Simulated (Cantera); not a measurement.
Cantera with NASA thermochemical tables; ideal gases at 1 bar, condensed phases pure. Values are per mole of reaction as written; species without (g) are pure solids or liquids, kept so even where they would boil at 1 bar.

3 H2O(g) + 2 NO(g) + 10 VO2(g) → 2 NH3(g) + 5 V2O5, with ΔH° = -4975.4 kJ and ΔS° = -2601.5 J/K at 300 K.

Q: How far is the shortcut ΔG° ≈ ΔH°(300 K) − T·ΔS°(300 K) from the full temperature-dependent value at 725, 925, 1125, 1325, 1525, 1725, 1925, 2125, 2325, 2525, 2725 K?

A: 
```
T (K)  shortcut (kJ)  full (kJ)  difference (kJ)  difference in log10 K  condensed phases
-----  -------------  ---------  ---------------  ---------------------  ----------------
725          -3089.3    -3129.8             40.5                  -2.92           V2O5(s)
925          -2569.0    -2652.5             83.4                  -4.71           V2O5(s)
1125         -2048.7    -2249.9            201.2                  -9.34           V2O5(l)
1325         -1528.4    -1864.6            336.2                 -13.25           V2O5(l)
1525         -1008.1    -1488.7            480.6                 -16.46           V2O5(l)
1725          -487.8    -1120.7            632.9                 -19.16           V2O5(l)
1925            32.5     -759.6            792.1                 -21.49           V2O5(l)
2125           552.8     -404.7            957.4                 -23.53           V2O5(l)
2325          1073.1      -55.2           1128.3                 -25.35           V2O5(l)
2525          1593.4      289.2           1304.1                 -26.98           V2O5(l)
2725          2113.7      629.0           1484.6                 -28.46           V2O5(l)
```
The shortcut ignores heat capacities and the phase changes listed.
